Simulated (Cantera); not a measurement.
A freely propagating, adiabatic, planar premixed flame of 8.18 % CH₄, 0.613 % CO, 19.1 % O₂, 72.1 % N₂, equivalence ratio 0.87, unburnt at 375 K and 1.60 bar; multicomponent+Soret transport, grid criteria slope 0.08 and curve 0.16, no radiation.

Detailed kinetics in Cantera: GRI-Mech 3.0 (53 species, 325 reactions). Burning velocities carry a grid error of a few per cent, more on coarse grids.

Q: Predict: laminar burning velocity; thermal thickness; peak x(C₂H₄).

A: 
* **laminar burning velocity**: 40.5 cm/s
* **thermal thickness**: 0.317 mm
* **peak x(C₂H₄)**: 0.000321
